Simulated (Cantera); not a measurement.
Mixture: 7.05 % CH3OH, 19.6 % O2, 73.3 % N2, equivalence ratio 0.54, at 420000 Pa, adiabatic and at constant volume. Ignition delay is the time to a rise of 400 K.

Computed with Cantera and GRI-Mech 3.0 (53 species, 325 reactions). GRI-Mech 3.0 was tuned for natural gas; its chemistry of methanol as a main component is partial and can be far from experiment.

Question: Predict: delay at 1048 K; delay at 1123 K; delay at 1198 K; delay at 1273 K; delay at 1348 K; delay at 1423 K; delay at 1498 K; apparent activation energy between 1348 and 1498 K.

Answer: 
```
Item                                                     Value
--------------------------------------------------  ----------
delay at 1048 K                                        59.6 ms
delay at 1123 K                                        12.7 ms
delay at 1198 K                                        3.29 ms
delay at 1273 K                                        1.02 ms
delay at 1348 K                                       0.368 ms
delay at 1423 K                                       0.152 ms
delay at 1498 K                                        71.2 µs
apparent activation energy between 1348 and 1498 K  180 kJ/mol
```
